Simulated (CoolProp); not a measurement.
Vapour pressure (MPa) of fluoroethane (R161): the reference equation beside estimates from Tc = 102.1 °C, pc = 5.010 MPa, ω = 0.216. Clausius-Clapeyron is anchored at 25.75 °C with a constant enthalpy of vaporisation of 16.27 kJ/mol.

Model: reference Helmholtz-energy equation of state, Wu 2012, in CoolProp.

```
T (°C)  reference  Lee-Kesler  Clausius-Clapeyron  van der Waals  Redlich-Kwong  Peng-Robinson
------  ---------  ----------  ------------------  -------------  -------------  -------------
0.65       0.4462      0.4476              0.5177          1.237         0.6158         0.4444
4.25       0.5013      0.5033              0.5680          1.319         0.6829         0.4993
7.85       0.5614      0.5639              0.6217          1.404         0.7550         0.5593
11.45         [?]      0.6297              0.6790            [?]         0.8324         0.6245
14.95      0.6955      0.6991              0.7382          1.583         0.9127         0.6932
18.55      0.7720      0.7761              0.8027          1.679          1.001         0.7698
22.15      0.8546      0.8592              0.8712          1.779          1.095         0.8525
25.75      0.9436      0.9486              0.9436          1.882          1.195         0.9417
29.25       1.036       1.042               1.018          1.986            [?]          1.035
32.85         [?]       1.145               1.098          2.097          1.410          1.138
36.45       1.248       1.255               1.183          2.212          1.528          1.248
40.05       1.366       1.372               1.272          2.330          1.653          1.367
43.55       1.487       1.494               1.363            [?]          1.781          1.489
47.15       1.620       1.628               1.461          2.575          1.920          1.624
50.75       1.762       1.770               1.564          2.705          2.066            [?]
```

Task: What belongs in the gaps?

Result: 
- 11.45, reference: 0.6267
- 11.45, van der Waals: 1.493
- 29.25, Redlich-Kwong: 1.298
- 32.85, reference: 1.139
- 43.55, van der Waals: 2.449
- 50.75, Peng-Robinson: 1.768

Absolute difference from the reference over all 15 rows, mean and median: Lee-Kesler 0.5 and 0.5 %, Clausius-Clapeyron 7.2 and 6.9 %, van der Waals 105.5 and 99.4 %, Redlich-Kwong 27.0 and 26.6 %, Peng-Robinson 0.2 and 0.2 %.
